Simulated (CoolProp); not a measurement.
R113 at several states: density (kg/m³) from the reference equation and from simpler models built on Tc = 487.2 K, pc = 33.92 bar, ω = 0.253; each cubic takes its own stable root.

Computed with CoolProp (reference Helmholtz-energy equation of state, Marx 1992).

```
T (K)  p (bar)   phase   reference  Soave-Redlich-Kwong  Peng-Robinson
-----  -------  ------  ----------  -------------------  -------------
402.7     6.18     gas       39.72                39.58     (withheld)
300.3     1.81  liquid        1558           (withheld)           1637
415.3     6.64     gas  (withheld)                41.08          41.48
391       1.86     gas       11.16                11.15          11.18
325.8     28.2  liquid        1505                 1405     (withheld)
387        1.3     gas       7.787                7.784          7.799
```

### Question
Fill in the missing entries.

### Answer

- 402.7, Peng-Robinson: 39.95
- 300.3, Soave-Redlich-Kwong: 1450
- 415.3, reference: 41.15
- 325.8, Peng-Robinson: 1587
